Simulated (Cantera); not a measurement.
A closed system holds: 1 mol HMDSO, 21 mol N2O, 1.5 mol H2, equilibrated at 1300 K and 9.40 mbar.

Cantera equilibrium calculation (NASA polynomials, part measured and part estimated; ideal gas, pure solids and liquids). Candidate condensed phases: C, C6H6, C7H8, C8H18, H2O, Si, SiC, SiO2, Si2N2O, Si3N4; 151 gas species. The feed counts by its element totals alone. The tables hold silica as quartz up to 1696 K and as liquid above; real silica turns to tridymite and cristobalite and melts near 1996 K. Equilibrium is a limit: real reactors are often held back by kinetics, nucleation or transport.

Base state: N2 0.560, H2O 0.215, CO2 0.105, H2 0.0646, CO 0.0554 (mole fractions); condensed: SiO2(β-quartz).

What changes in the equilibrium state with this change: HMDSO replaced by SiCl4?


```csv
species,before,after
N2,0.560,0.614
O2,<1e-9,0.277
HCl,0,0.0833
H2O,0.215,0.00223
CO2,0.105,0
CO,0.0554,0
H2,0.0646,3.80e-9
Cl,0,0.0130
Cl2,0,0.0103
NO,2.17e-9,0.000401
ClO,0,2.18e-5
"SiO2(β-quartz), mol",2.00,1.00
```
Further candidate phases: NH4Cl.
